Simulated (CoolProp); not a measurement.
Vapour-liquid equilibrium of acetone (1) + benzene (2) at 307.3 K; x and y are mole fractions of (1).

Values from CoolProp's multi-fluid Helmholtz-energy mixture model, Lemmon 2006 and Thol 2012; pair parameters Bell 2016.

Q: Give the bubble pressure and the first vapour's composition at x = 0.2, 0.575, 0.725. Is there an azeotrope?

A: x = 0.2: 27.22 kPa, y = 0.425; x = 0.575: 36.90 kPa, y = 0.743; x = 0.725: 39.93 kPa, y = 0.834. No azeotrope shows between x = 0.05 and 0.95.

The pair parameters rest on a limited set of measurements; away from them the model extrapolates.
